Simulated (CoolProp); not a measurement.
Saturation properties of o-xylene (Tc = 357.1 °C, pc = 3.737 MPa, ω = 0.312).

Values from CoolProp's reference Helmholtz-energy equation of state, Zhou 2012.

```
T (°C)   p (MPa)  enthalpy of vaporisation (kJ/kg)  liquid cp (kJ/(kg K))  vapour viscosity (µPa s)
------  --------  --------------------------------  ---------------------  ------------------------
35.45   0.001617                             403.5                  1.797                      6.83
41.15   0.002188                             400.4                  1.814                      6.93
46.85   0.002923                             397.4                  1.832                      7.04
52.55   0.003859                             394.4                  1.851                      7.15
58.15   0.005014                             391.4                  1.869                      7.26
63.85   0.006475                             388.4                  1.888                      7.37
69.55   0.008279                             385.3                  1.907                      7.48
75.25    0.01049                             382.3                  1.927                      7.59
```

It boils at 144.4 °C under 1 atm.

Viscosity comes from a separate model (Cao 2016).
